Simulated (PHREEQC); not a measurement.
A solution holds 0.0048 mol/kgw H2S and 0.16 mol/kgw FeCl2, at 70 °C. Closed to the air; pH follows from the charge balance.

Equilibrium calculation in PHREEQC: ion-association model, phreeqc.dat.

Question: The ionic strength comes out as 0.454 mol/kgw. What activity coefficients do Cl-, H+, FeCl+, Fe+2, HS- get?

Answer: Cl- 0.63, H+ 0.75, FeCl+ 0.71, Fe+2 0.23, HS- 0.62.

No solid was allowed to form. At this temperature some constants are extrapolated from 25 °C, and those without enthalpy data are left unchanged.
